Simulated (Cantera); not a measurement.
**Adiabatic ignition**

An adiabatic, constant-volume homogeneous reactor starts with CH₄ : O₂ : N₂ = 1 : 2.99 : 29 (molar parts), at 1600 K and 9750 Torr.

Computed with Cantera and GRI-Mech 3.0 (53 species, 325 reactions). The pressure lies above the range GRI-Mech 3.0 was tuned for (to about 10 atm).

```
t (s)     T (K)  P (bar)   x CH₄    x O₂      x NO     x CH₂     x OH     x HO₂     x NO₂
--------  -----  -------  ------  ------  --------  --------  -------  --------  --------
5.00e-6    1600     13.0  0.0303  0.0906    <1e-12  2.34e-11  9.36e-8   1.95e-6    <1e-12
1.39e-5    1600     13.0  0.0303  0.0906    <1e-12  3.03e-10  3.00e-7   3.63e-6    <1e-12
3.87e-5    1602     13.0  0.0298  0.0904  7.68e-12   3.47e-9  1.15e-6   8.09e-6    <1e-12
0.000108   1674     13.6  0.0206  0.0828   1.24e-9   4.59e-7  3.64e-5  0.000104  7.05e-11
0.000300   2405     19.6  <1e-12  0.0297  0.000239    <1e-12  0.00239   4.12e-6   3.90e-7
0.000834   2404     19.6  <1e-12  0.0294  0.000770    <1e-12  0.00237   4.08e-6   1.26e-6
0.00232    2400     19.5  <1e-12  0.0288   0.00204    <1e-12  0.00233   3.97e-6   3.30e-6
0.00646    2394     19.5  <1e-12  0.0276   0.00434    <1e-12  0.00226   3.78e-6   6.93e-6
0.0180     2388     19.4  <1e-12  0.0266   0.00650    <1e-12  0.00220   3.61e-6   1.02e-5
0.0500     2387     19.4  <1e-12  0.0263   0.00698    <1e-12  0.00218   3.57e-6   1.09e-5
0.139      2387     19.4  <1e-12  0.0263   0.00699    <1e-12  0.00218   3.57e-6   1.10e-5
0.387      2387     19.4  <1e-12  0.0263   0.00699    <1e-12  0.00218   3.57e-6   1.10e-5
1.08       2387     19.4  <1e-12  0.0263   0.00699    <1e-12  0.00218   3.57e-6   1.10e-5
3.00       2387     19.4  <1e-12  0.0263   0.00699    <1e-12  0.00218   3.57e-6   1.10e-5
```
x: mole fraction; the columns are a selection and need not sum to one.

```
Quantity                                                             Value
---------------------------------  ---------------------------------------
time of steepest temperature rise                                 0.119 ms
temperature at 3.00 s                                               2387 K
equilibrium temperature                                             2387 K
x(CH₄) at 3.00 s                     <1e-12 (gas-phase equilibrium <1e-12)
x(O₂) at 3.00 s                      0.0263 (gas-phase equilibrium 0.0263)
x(NO) at 3.00 s                    0.00699 (gas-phase equilibrium 0.00699)
```
